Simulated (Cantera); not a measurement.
A Cantera script and what it prints.

```python
import numpy as np
import cantera as ct

gas_names = """
    CL CL2 H HCL H2 Si SiCL SiCL2 SiCL3 SiCL4 SiH SiHCL3 SiH2 SiH2CL2 SiH3 SiH3CL SiH4 Si2 Si3
""".split()
cond_names = """
    Si(cr) Si(L)
""".split()


def load(file, names, dense=False):
    # The tables refer to 1 bar. Condensed volumes are neglected.
    table = {s.name: s for s in ct.Species.list_from_file(file)}
    out = []
    for n in names:
        d = dict(table[n].input_data)
        d["thermo"] = dict(d["thermo"], **{"reference-pressure": 1e5})
        if dense:
            d["equation-of-state"] = {"model": "constant-volume", "density": "1e6 g/cm^3"}
        out.append(ct.Species.from_dict(d))
    return out


gas = ct.Solution(thermo="ideal-gas", species=load("nasa_gas.yaml", gas_names))
cond = {s.name: ct.Solution(thermo="fixed-stoichiometry", species=[s], name=s.name)
        for s in load("nasa_condensed.yaml", cond_names, dense=True)}
atoms = {
    'Si2Cl6': {'Si': 2, 'CL': 6},
    'HCl': {'H': 1, 'CL': 1},
    'H2': {'H': 2},
}
top_T = {}  # K; cautious upper limits of use, not melting points


def equilibrate(T, P, feed):
    n = {}
    for name, mol in feed.items():
        for a, k in atoms[name].items():
            n[a] = n.get(a, 0.0) + k * mol
    gas.TPX = T, P, n
    mass = sum(n.values()) * gas.mean_molecular_weight
    gas.equilibrate("TP")
    valid = [c for c in cond.values() if c.min_temp <= T <= top_T.get(c.name, c.max_temp)]
    mix = ct.Mixture([(gas, mass / gas.mean_molecular_weight)] + [(c, 0.0) for c in valid])
    mix.T, mix.P = T, P
    mix.equilibrate("TP", solver="vcs", rtol=1e-11, max_steps=5000)
    return mix


results = []
feed = {'Si2Cl6': 1, 'HCl': 0.057, 'H2': 640}  # mol
T = 1175  # K
P = 1000  # Pa
mix = equilibrate(T, P, feed)
results.append((T, P, feed, dict(zip(mix.species_names, mix.species_moles))))
x = sorted(zip(gas.X, gas.species_names), reverse=True)
print(f"T = {T:g} K  P = {P:g} Pa  gas = {mix.phase_moles(0):.4g} mol")
print("   x: " + "  ".join(f"{s} {v:.3e}" for v, s in x if v > 0.001))
print("   condensed (mol): " + ("  ".join(f"{mix.phase(i).name} {mix.phase_moles(i):.4g}"
      for i in range(1, mix.n_phases) if mix.phase_moles(i) > 1e-12) or "none"))
```

Result:

```
T = 1175 K  P = 1000 Pa  gas = 643 mol
   x: H2 9.908e-01  HCL 9.000e-03
   condensed (mol): Si(cr) 1.87
```

Method: chemical equilibrium by Gibbs-energy minimisation in Cantera with the NASA 1993 tables (ideal gas, pure condensed phases). The feed counts by its element totals alone.
